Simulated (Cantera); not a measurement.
Cantera with NASA thermochemical tables; ideal gases at 1 bar, condensed phases pure. Values are per mole of reaction as written; species without (g) are pure solids or liquids, kept so even where they would boil at 1 bar. ZrN: taken at fixed stoichiometry.

3 O(g) + Zr + NH3(g) ⇌ ZrN + 3 OH(g), with ΔH° = -948.8 kJ and ΔS° = -124.7 J/K at 300 K.

How far is the shortcut ΔG° ≈ ΔH°(300 K) − T·ΔS°(300 K) from the full temperature-dependent value at 575, 625, 675, 725, 775, 825, 875, 925 K?


```tsv
T (K)	shortcut (kJ)	full (kJ)	difference (kJ)	difference in log10 K
575	-877.1	-877.5	0.4	-0.04
625	-870.9	-871.4	0.5	-0.04
675	-864.6	-865.3	0.6	-0.05
725	-858.4	-859.2	0.8	-0.06
775	-852.2	-853.1	0.9	-0.06
825	-845.9	-847.0	1.0	-0.06
875	-839.7	-840.8	1.1	-0.07
925	-833.5	-834.7	1.2	-0.07
```
The shortcut ignores the heat-capacity change of the reaction.
